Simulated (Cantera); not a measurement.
An isothermal plug-flow reactor at 1225 K and 0.987 atm (inlet), inlet velocity 2.1 m/s, active area per volume 16000 1/m; feed CH₄ : O₂ : N₂ = 0.0058 : 0.067 : 0.79 (molar parts), equivalence ratio 0.17.

Detailed kinetics in Cantera: Deutschmann's 1995 Pt surface mechanism with GRI-Mech 3.0 gas chemistry. Catalytic surfaces can have several steady states; this one follows from the mechanism file's or the stated starting coverage. Mass transfer to the wall is taken as infinitely fast.

One state of this run: x CH₄ = 2.79e-8; x O₂ = 0.0642; x H₂O = 0.0134; x CO₂ = 0.00671; x CO = 1.19e-9; θ free Pt = 0.478; θ O* = 0.521; θ OH* = 0.00136. x: gas mole fraction; θ: surface coverage.

**Question.** Which value of z (m) does it belong to?
(A) 0.0017
(B) 0.00036
(C) 7.8e-05
(D) 0.0036

**Answer.** D, 0.0036
